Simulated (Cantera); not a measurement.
Transport properties of process gases

Gas mixture: O2 = 0.73 (molar parts), at 0.0180 bar, frozen composition.

Cantera's kinetic-theory transport with the Lennard-Jones parameters of GRI-Mech 3.0, ideal gas; thermal conductivity in the mixture-averaged form.

| T (K) | ρ (kg/m³) | cp (J/kg/K) | μ (µPa s) | λ (mW/m/K) | Pr | D (cm²/s) CH4 | D (cm²/s) C2H2 | D (cm²/s) N2 |
|---|---|---|---|---|---|---|---|---|
| 400 | 0.0173 | 941.4 | 25.6 | 33.9 | 0.713 | 21.2 | 15.8 | 19.4 |
| 650 | 0.0107 | 1017 | 36.0 | 51.6 | 0.709 | 49.0 | 36.9 | 44.5 |
| 900 | 0.00770 | 1074 | 44.7 | 67.6 | 0.710 | 85.0 | 64.2 | 76.9 |
| 1150 | 0.00602 | 1109 | 52.5 | 82.2 | 0.708 | 128 | 97.1 | 116 |
| 1400 | 0.00495 | 1134 | 59.7 | 95.7 | 0.707 | 178 | 135 | 161 |
| 1650 | 0.00420 | 1155 | 66.4 | 108 | 0.707 | 234 | 177 | 211 |
| 1900 | 0.00365 | 1174 | 72.7 | 121 | 0.707 | 295 | 224 | 266 |
| 2150 | 0.00322 | 1192 | 78.8 | 133 | 0.707 | 363 | 275 | 327 |
D: mixture-averaged diffusion coefficient of that species in the mixture.
